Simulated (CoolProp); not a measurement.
The numbers come from the reference Helmholtz-energy equation of state, de Reuck 1993 in CoolProp.

### Question
Give the vapour pressure (bar), liquid density (kg/m³), vapour density (kg/m³), vapour viscosity (µPa s) of saturated methanol at 325 K.

### Answer
```csv
T (K),p (bar),liquid density (kg/m³),vapour density (kg/m³),vapour viscosity (µPa s)
325,0.603,761,0.746,10.4
```

Viscosity comes from a separate model (Xiang 2006).
